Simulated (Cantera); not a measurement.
A perfectly stirred reactor is fed with C2H6 : N2 = 1 : 31 (molar parts), at 3600 Pa; it is held at 1050 K, and followed from long to short residence time.

Cantera simulation using GRI-Mech 3.0 (53 species, 325 reactions); the numbers are that mechanism's predictions, not measurements. GRI-Mech 3.0 stops at C3 and has no aromatics, soot or wall deposition, so with more carbon than oxygen in the feed, carbon stays in small species such as C2H2 where larger ones or solid carbon would form. Radical loss at walls, strong at low pressure, is not modelled.

One state of this run: x C2H6 = 0.0301; x HCN = <1e-12; x CH2 = 1.92e-11; x H = 2.89e-7; x CH4 = 5.76e-5. x: mole fraction; the columns are a selection and need not sum to one.

Task: Which value of τ (s) does it belong to?
A. 0.0043
B. 0.57
C. 0.17
D. 0.015

Result: C, 0.17
